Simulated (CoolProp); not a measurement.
Vapour-liquid equilibrium of ethanol (1) + benzene (2) at 10.6 bar; x and y are mole fractions of (1).

Values from CoolProp's multi-fluid Helmholtz-energy mixture model, Schroeder 2014 and Thol 2012; pair parameters Bell 2016.

Task: Give the bubble temperature and the first vapour's composition at x = 0.05, 0.35, 0.75. Is there an azeotrope?

Result: x = 0.05: 172.0 °C, y = 0.173; x = 0.35: 153.3 °C, y = 0.517; x = 0.75: 150.5 °C, y = 0.733. y crosses x between x = 0.65 and 0.75: the model has an azeotrope there.

Pair parameters are fitted to limited data, so mixtures are less certain than the pure fluids.
